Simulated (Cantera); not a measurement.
An isothermal, constant-pressure homogeneous reactor starts with NO : N2 = 1 : 2.4 (molar parts), at 1673 K and 0.510 bar. Integrator tolerance rtol = 1e-08.

Cantera simulation using GRI-Mech 3.0 (53 species, 325 reactions); the numbers are that mechanism's predictions, not measurements.

Question: What does this change do: pressure from 0.510 bar to 20.0 Torr?

Answer: 
| quantity | before | after |
|---|---|---|
| x(NO) at 6.00 s | 0.260 (gas-phase equilibrium 0.00227) | 0.292 (gas-phase equilibrium 0.00227) |
| x(O) at 6.00 s | 6.61e-6 (gas-phase equilibrium 1.80e-5) | 1.48e-5 (gas-phase equilibrium 7.87e-5) |
| x(NO2) at 6.00 s | 0.000184 (gas-phase equilibrium 4.51e-6) | 1.73e-5 (gas-phase equilibrium 1.03e-6) |
| x(N2) at 6.00 s | 0.723 (gas-phase equilibrium 0.852) | 0.707 (gas-phase equilibrium 0.852) |
| x(N2O) at 6.00 s | 2.53e-5 (gas-phase equilibrium 9.92e-8) | 3.03e-5 (gas-phase equilibrium 2.27e-8) |
| x(O2) at 6.00 s | 0.0167 (gas-phase equilibrium 0.146) | 0.00104 (gas-phase equilibrium 0.146) |
Radical loss at walls, strong at low pressure, is not modelled.

Question: What does this change do: temperature 1673 to 1400 K?

Answer: 
```json
[
 {"quantity": "x(NO) at 6.00 s", "before": "0.260 (gas-phase equilibrium 0.00227)", "after": "0.293 (gas-phase equilibrium 0.000633)"},
 {"quantity": "x(O) at 6.00 s", "before": "6.61e-6 (gas-phase equilibrium 1.80e-5)", "after": "5.75e-8 (gas-phase equilibrium 5.11e-7)"},
 {"quantity": "x(NO2) at 6.00 s", "before": "0.000184 (gas-phase equilibrium 4.51e-6)", "after": "0.000134 (gas-phase equilibrium 2.80e-6)"},
 {"quantity": "x(N2) at 6.00 s", "before": "0.723 (gas-phase equilibrium 0.852)", "after": "0.707 (gas-phase equilibrium 0.853)"},
 {"quantity": "x(N2O) at 6.00 s", "before": "2.53e-5 (gas-phase equilibrium 9.92e-8)", "after": "2.58e-5 (gas-phase equilibrium 2.99e-8)"},
 {"quantity": "x(O2) at 6.00 s", "before": "0.0167 (gas-phase equilibrium 0.146)", "after": "0.000529 (gas-phase equilibrium 0.147)"}
]
```
